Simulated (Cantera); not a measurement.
## Tantalum, niobium, vanadium and zirconium in process gases: V + O₂ + H₂

A closed system holds: 1 mol V, 3.7 mol O₂, 350 mol H₂, held at 2425 °C and 6.60 bar.

These are equilibrium values from Cantera (NASA tables, ideal gas, pure condensed phases), not measurements of a reactor. Candidate condensed phases: H₂O, V, VO, V₂O₃, V₂O₄, V₂O₅; 12 gas species. VO: taken at fixed stoichiometry. Rates play no part.

```json
{
  "x(H₂)": "0.960",
  "x(H)": "0.0215",
  "x(H₂O)": "0.0178",
  "x(VO)": "0.000365",
  "x(VO₂)": "0.000301",
  "x(OH)": "0.000102",
  "x(V)": "7.96e-5",
  "x(O)": "1.45e-6",
  "n(VO(l))": "0.736 mol",
  "gas_amount": "354.1 mol",
  "log10 activity of V(l) (absent)": "-0.90",
  "log10 activity of V₂O₅(l) (absent)": "-8.55"
}
```
